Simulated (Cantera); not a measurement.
**Thermodynamics of metals in furnace atmospheres, feed Cu + NH3 + N2 + CO2**

Feed: 1 mol Cu, 4.7 mol NH3, 300 mol N2, a varied amount of CO2, at 1050 °C and 0.930 bar.

These are equilibrium values from Cantera (NASA tables, ideal gas, pure condensed phases), not measurements of a reactor. Candidate condensed phases: C, C6H6, C7H8, C8H18, Cu, CuO, Cu(OH)2, Cu2O, H2O; 139 gas species. Rates play no part.

| n(CO2) (mol) | x N2 | x H2 | x CO | x H2O | x CO2 | x NH3 | x Cu | x H | n Cu(s) |
|---|---|---|---|---|---|---|---|---|---|
| 0.41 | 0.976 | 0.0215 | 0.00128 | 0.00128 | 4.12e-5 | 3.27e-7 | 2.90e-7 | 2.42e-7 | 1.000 |
| 0.54 | 0.976 | 0.0211 | 0.00167 | 0.00167 | 7.14e-5 | 3.18e-7 | 2.90e-7 | 2.39e-7 | 1.000 |
| 0.7 | 0.975 | 0.0206 | 0.00214 | 0.00214 | 0.000120 | 3.07e-7 | 2.90e-7 | 2.37e-7 | 1.000 |
| 0.92 | 0.974 | 0.0200 | 0.00276 | 0.00276 | 0.000206 | 2.93e-7 | 2.90e-7 | 2.33e-7 | 1.000 |
| 1.2 | 0.973 | 0.0192 | 0.00352 | 0.00352 | 0.000347 | 2.76e-7 | 2.90e-7 | 2.28e-7 | 1.000 |
| 1.6 | 0.972 | 0.0181 | 0.00453 | 0.00453 | 0.000611 | 2.54e-7 | 2.90e-7 | 2.22e-7 | 1.000 |
| 2 | 0.971 | 0.0172 | 0.00548 | 0.00548 | 0.000943 | 2.33e-7 | 2.90e-7 | 2.16e-7 | 1.000 |
| 2.6 | 0.969 | 0.0158 | 0.00677 | 0.00677 | 0.00156 | 2.06e-7 | 2.90e-7 | 2.07e-7 | 1.000 |
| 3.4 | 0.967 | 0.0143 | 0.00828 | 0.00828 | 0.00259 | 1.76e-7 | 2.90e-7 | 1.97e-7 | 1.000 |
x: gas mole fraction; n: condensed amount in mol.

From 0.41 mol CO2 to 3.4 mol CO2 the condensed part is Cu(s). The main Cu-bearing gas is Cu throughout.
